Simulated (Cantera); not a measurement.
**Ignition delay**

Mixture: 39.8 % CO, 3.23 % H2, 11.9 % O2, 45.0 % N2, equivalence ratio 1.8, at 0.610 bar, adiabatic and at constant pressure. Ignition delay is the time to a rise of 400 K.

Detailed kinetics in Cantera: GRI-Mech 3.0 (53 species, 325 reactions). Below about 950 K walls govern HO2 and H2O2 in real vessels. Where the delays flatten at high temperature, the 400 K rule measures the pace of heat release, not the induction time.

| T0 (K) | delay (ms) |
|---|---|
| 948 | 1.60 |
| 998 | 0.721 |
| 1048 | 0.447 |
| 1098 | 0.319 |
| 1148 | 0.247 |
| 1198 | 0.202 |
| 1248 | 0.173 |
| 1298 | 0.154 |
